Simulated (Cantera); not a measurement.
A perfectly stirred reactor is fed with 6.77 % CH4, 1.69 % CO, 19.1 % O2, 72.4 % N2, equivalence ratio 0.75, at 13500 Torr; it is adiabatic with a 300 K inlet, and is followed from long to short residence time, starting on the burning branch (τ in s: 0.024, 0.011, 0.0052, 0.0025, 0.0012, 0.00055, 0.00026, 0.00012, 5.8e-05).

Computed with Cantera and GRI-Mech 3.0 (53 species, 325 reactions). The pressure lies above the range GRI-Mech 3.0 was tuned for (to about 10 atm).

**Question.** Predict: blow-out, bracketed by the residence times tried; x(CH4) at τ = 24.0 ms; x(CO) at τ = 24.0 ms; x(O2) at τ = 24.0 ms; x(NO) at τ = 24.0 ms; x(CH4) at τ = 1.20 ms; x(CO) at τ = 1.20 ms; x(O2) at τ = 1.20 ms; x(NO) at τ = 1.20 ms; x(CH2CO) at τ = 1.20 ms.

**Answer.** 
| Item | Value |
|---|---|
| blow-out, bracketed by the residence times tried | burning at 0.120 ms, out at 58.0 µs |
| x(CH4) at τ = 24.0 ms | 5.76e-6 |
| x(CO) at τ = 24.0 ms | 0.000203 |
| x(O2) at τ = 24.0 ms | 0.0480 |
| x(NO) at τ = 24.0 ms | 5.68e-5 |
| x(CH4) at τ = 1.20 ms | 6.62e-5 |
| x(CO) at τ = 1.20 ms | 0.00163 |
| x(O2) at τ = 1.20 ms | 0.0488 |
| x(NO) at τ = 1.20 ms | 1.56e-5 |
| x(CH2CO) at τ = 1.20 ms | 9.39e-8 |
